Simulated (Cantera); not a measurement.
Input: 1 mol H2S, 0.074 mol O2, at 2825 K and 24800 Torr.

These are equilibrium values from Cantera (NASA tables, ideal gas, pure condensed phases), not measurements of a reactor. Candidate condensed phases: H2O, H2SO4, S; 19 gas species. The ideal-gas law is rough above about 30 bar. Rates play no part.

Base state: H2 0.426, S2 0.227, H2S 0.141, H2O 0.0894, SH 0.0808, S 0.0122, H 0.0101, SO 0.00938 (mole fractions); condensed: gas only.

Q: What changes in the equilibrium state with this change: O2 from 0.074 to 0.063 mol?

A: 
```
species   before    after
-------  -------  -------
H2         0.426    0.437
S2         0.227    0.227
H2S        0.141    0.144
H2O       0.0894   0.0769
H         0.0101   0.0103
SH        0.0808   0.0818
S         0.0122   0.0122
SO2      0.00160  0.00113
S2O      0.00132  0.00111
```
